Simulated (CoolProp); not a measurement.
Vapour pressure (MPa) of vinyl chloride: the reference equation beside estimates from Tc = 425.0 K, pc = 5.600 MPa, ω = 0.160.

The numbers come from the reference Helmholtz-energy equation of state, Thol 2022 in CoolProp.

| T (K) | reference | Lee-Kesler | van der Waals | Peng-Robinson |
|---|---|---|---|---|
| 260.4 | 0.1062 | 0.1047 | 0.5485 | 0.1069 |
| 273.8 | 0.1775 | 0.1760 | 0.7249 | 0.1776 |
| 287.1 | 0.2800 | 0.2790 | 0.9339 | 0.2795 |
| 300.5 | 0.4234 | 0.4239 | 1.181 | 0.4225 |
| 313.9 | 0.6160 | 0.6188 | (withheld) | 0.6152 |
| 327.3 | 0.8669 | (withheld) | 1.796 | 0.8676 |
| 340.7 | (withheld) | 1.196 | 2.167 | 1.190 |
| 354.1 | 1.584 | 1.599 | 2.584 | 1.594 |
| 367.5 | 2.073 | 2.091 | 3.047 | 2.092 |

What belongs in the gaps?


- 313.9, van der Waals: 1.468
- 327.3, Lee-Kesler: 0.8731
- 340.7, reference: 1.186

Absolute difference from the reference over all 9 rows, mean and median: Lee-Kesler 0.7 and 0.8 %, van der Waals 175.1 and 138.3 %, Peng-Robinson 0.4 and 0.2 %.
